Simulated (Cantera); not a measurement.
Predominance diagram of Li at 1625 K against the partial pressures of O₂ and H₂O (log10, bar). Source: NASA polynomial tables (part measured, part estimated), evaluated in Cantera. Candidates: Li(l), LiH(l), LiOH(l), Li₂O(s). Only these pure phases compete in this equilibrium. Not in the tables: the peroxide.

```
log p(H₂O) \ log p(O₂)
        columns: -23, -21.7, -20.4, -19.2, -17.9, -16.6, -15.3, -14.1, -12.8, -11.5, -10.2, -8.9, -7.7, -6.4, -5.1, -3.8, -2.6, -1.3, 0
      1  A A A A A A A A A A A B B B B B B B B
      0  A A A A A A A A A C C C C C C C C C C
     -1  A A A A A A A C C C C C C C C C C C C
     -2  A A A A A A C C C C C C C C C C C C C
     -3  A A A A C C C C C C C C C C C C C C C
     -4  A A A C C C C C C C C C C C C C C C C
     -5  A C C C C C C C C C C C C C C C C C C
     -6  C C C C C C C C C C C C C C C C C C C
     -7  C C C C C C C C C C C C C C C C C C C
     -8  C C C C C C C C C C C C C C C C C C C
```

A: out of reach (another gas would pass 10 bar, or a non-metal would condense); B: LiOH(l); C: Li₂O(s).
